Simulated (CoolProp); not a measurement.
Carbon dioxide along the isotherm 64.45 °C: density (kg/m³) from the reference equation and from simpler models built on Tc = 31.0 °C, pc = 73.77 bar, ω = 0.224; each cubic takes its own stable root.

Values from CoolProp's reference Helmholtz-energy equation of state, Span 1996.

| p (bar) | phase | reference | van der Waals | Soave-Redlich-Kwong | Peng-Robinson |
|---|---|---|---|---|---|
| 82 | supercritical | 190.1 | 196.2 | 186.2 | 194.6 |
| 164 | supercritical | 610.5 | 524.2 | 528.3 | 570.8 |
| 246 | supercritical | 760.2 | 603.8 | 678.2 | 742.9 |
| 328 | supercritical | 832.1 | 648.5 | 760.2 | 837.0 |
| 410 | supercritical | 880.4 | 679.9 | 817.4 | 902.1 |
| 492 | supercritical | 917.4 | 704.1 | 861.5 | 951.9 |
| 574 | supercritical | 947.6 | 723.8 | 897.3 | 992.2 |
| 656 | supercritical | 973.2 | 740.3 | 927.4 | 1026 |
| 738 | supercritical | 995.5 | 754.5 | 953.3 | 1055 |
